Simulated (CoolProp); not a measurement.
Dimethyl carbonate at several states: Z from the reference equation and from simpler models built on Tc = 557.0 K, pc = 4.909 MPa, ω = 0.346; each cubic takes its own stable root.

Values from CoolProp's reference Helmholtz-energy equation of state, Zhou 2011.

```
T (K)  p (MPa)  phase  reference
-----  -------  -----  ---------
519.5    0.566    gas     0.9484
527.1    0.776    gas     0.9317
463.6    0.322    gas     0.9579
377.5   0.0655    gas     0.9837
440.5    0.155    gas     0.9765
```

Task: How far does each simpler model (Redlich-Kwong, Soave-Redlich-Kwong) lie from the reference over these 5 states: mean and median of the absolute difference, and the worst?

Result: 
- Redlich-Kwong: mean 0.3 %, median 0.2 %, worst +0.4 % at 463.6 K and 0.322 MPa
- Soave-Redlich-Kwong: mean 0.0 %, median 0.0 %, worst +0.1 % at 377.5 K and 0.0655 MPa
